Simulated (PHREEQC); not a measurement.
Consider water at 25 °C with 1.95 mol CaCl2 and 0.18 mol SrCl2 per kg of water. Closed to the air; pH follows from the charge balance.

The numbers come from PHREEQC with the Pitzer model, pitzer.dat.

### Question
The ionic strength comes out as 6.39 mol/kgw. What activity coefficients do Cl-, Sr+2, Ca+2 get?

### Answer
Cl- 0.62, Sr+2 1.3, Ca+2 1.6. Single-ion values are on the MacInnes scale.

Precipitation was switched off in this run.
